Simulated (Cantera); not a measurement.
Cantera run:

```python
import numpy as np
import cantera as ct

gas_names = """
    H HI HO2 H2 H2O H2O2 I I2 Mg MgH MgI MgI2 MgO MgOH MgO2H2 Mg2 O OH O2 O3
""".split()
cond_names = """
    H2O(s) H2O(L) I2(cr) I2(L) Mg(cr) Mg(L) MgI2(s) MgI2(L) MgO(s) MgO(L) MgO2H2(s)
""".split()


def load(file, names, dense=False):
    # The tables refer to 1 bar. Condensed volumes are neglected.
    table = {s.name: s for s in ct.Species.list_from_file(file)}
    out = []
    for n in names:
        d = dict(table[n].input_data)
        d["thermo"] = dict(d["thermo"], **{"reference-pressure": 1e5})
        if dense:
            d["equation-of-state"] = {"model": "constant-volume", "density": "1e6 g/cm^3"}
        out.append(ct.Species.from_dict(d))
    return out


gas = ct.Solution(thermo="ideal-gas", species=load("nasa_gas.yaml", gas_names))
cond = {s.name: ct.Solution(thermo="fixed-stoichiometry", species=[s], name=s.name)
        for s in load("nasa_condensed.yaml", cond_names, dense=True)}
atoms = {
    'MgO': {'Mg': 1, 'O': 1},
    'HI': {'H': 1, 'I': 1},
    'H2': {'H': 2},
    'H2O': {'H': 2, 'O': 1},
}
top_T = {}  # K; cautious upper limits of use, not melting points


def equilibrate(T, P, feed):
    n = {}
    for name, mol in feed.items():
        for a, k in atoms[name].items():
            n[a] = n.get(a, 0.0) + k * mol
    gas.TPX = T, P, n
    mass = sum(n.values()) * gas.mean_molecular_weight
    gas.equilibrate("TP")
    valid = [c for c in cond.values() if c.min_temp <= T <= top_T.get(c.name, c.max_temp)]
    mix = ct.Mixture([(gas, mass / gas.mean_molecular_weight)] + [(c, 0.0) for c in valid])
    mix.T, mix.P = T, P
    mix.equilibrate("TP", solver="vcs", rtol=1e-11, max_steps=5000)
    return mix


results = []
feed = {'MgO': 1, 'HI': 1.8, 'H2': 0.28, 'H2O': 0.15}  # mol
T = 1450  # K
P = 100000  # Pa
mix = equilibrate(T, P, feed)
results.append((T, P, feed, dict(zip(mix.species_names, mix.species_moles))))
print(gas.report(threshold=0.0001))
for i in range(1, mix.n_phases):
    print(f"{mix.phase(i).name:16s} {mix.phase_moles(i):12.5e} mol")
```

Output:

```
       temperature   1450 K
          pressure   1e+05 Pa
           density   0.78746 kg/m^3
  mean mol. weight   94.936 kg/kmol
   phase of matter   gas

                          1 kg             1 kmol
                     ---------------   ---------------
          enthalpy        5.1855e+05        4.9229e+07  J
   internal energy        3.9156e+05        3.7173e+07  J
           entropy            2572.3        2.4421e+05  J/K
    Gibbs function       -3.2113e+06       -3.0487e+08  J
 heat capacity c_p            347.99             33037  J/K
 heat capacity c_v            260.42             24723  J/K

                      mass frac. Y      mole frac. X     chem. pot. / RT
                     ---------------   ---------------   ---------------
                HI           0.56318           0.41799           -26.415
                H2         0.0053585           0.25234           -19.882
               H2O          0.014399          0.075882            -48.79
                 I           0.26533           0.19849           -16.474
                I2           0.10694              0.04           -32.948
              MgI2          0.044795          0.015291           -61.451
     [  +14 minor]        3.2761e-06        6.8114e-06

I2(L)             0.00000e+00 mol
Mg(L)             0.00000e+00 mol
MgI2(L)           0.00000e+00 mol
MgO(s)            9.62139e-01 mol
```

Equilibrium computed with Cantera from the NASA thermochemical tables; the gas is ideal and each condensed phase is pure.
